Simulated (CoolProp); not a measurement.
Saturated liquid density (kg/m³) of acetone: the reference equation beside estimates from Tc = 508.1 K, pc = 4.692 MPa, ω = 0.307. Rackett uses Z = 0.29056 − 0.08775 ω.

The numbers come from the reference Helmholtz-energy equation of state, Lemmon 2006 in CoolProp. It is a short technical equation, of lower accuracy than the large ones.

| T (K) | reference | Rackett | van der Waals | Soave-Redlich-Kwong | Peng-Robinson |
|---|---|---|---|---|---|
| 237.4 | 850.3 | 745.4 | 430.5 | 655.4 | 736.3 |
| 254.1 | 832.6 | 730.5 | 422.9 | 644.9 | 725.2 |
| 270.7 | 814.8 | (withheld) | 415.0 | 633.7 | 713.4 |
| 287.3 | 796.7 | 699.9 | 406.8 | (withheld) | 700.5 |
| 303.9 | 778.2 | 683.8 | 398.2 | 608.6 | (withheld) |
| 320.6 | 759.1 | 667.1 | 389.1 | 594.4 | 671.3 |
| 337.2 | 739.4 | 649.8 | 379.5 | 579.1 | (withheld) |
| 353.8 | 719.0 | 631.8 | 369.4 | 562.4 | 636.6 |
| 370.4 | 697.5 | 612.9 | 358.6 | 544.2 | 616.6 |
| 387 | 674.8 | 593.0 | 347.1 | 524.2 | 594.4 |
| 403.7 | 650.3 | (withheld) | 334.7 | 501.9 | 569.5 |
| 420.3 | 624.0 | 548.7 | 321.1 | 477.2 | (withheld) |
| 436.9 | 594.9 | (withheld) | 306.2 | 449.2 | (withheld) |
| 453.5 | 562.1 | 495.2 | 289.3 | 417.0 | 472.7 |

**Question.** Complete the blanks.

**Answer.** 
- 270.7, Rackett: 715.4
- 287.3, Soave-Redlich-Kwong: 621.6
- 303.9, Peng-Robinson: 686.6
- 337.2, Peng-Robinson: 654.7
- 403.7, Rackett: 571.6
- 420.3, Peng-Robinson: 541.6
- 436.9, Rackett: 523.5
- 436.9, Peng-Robinson: 509.8

Absolute difference from the reference over all 14 rows, mean and median: Rackett 12.1 and 12.1 %, van der Waals 48.8 and 48.6 %, Soave-Redlich-Kwong 22.7 and 22.3 %, Peng-Robinson 12.6 and 12.2 %.
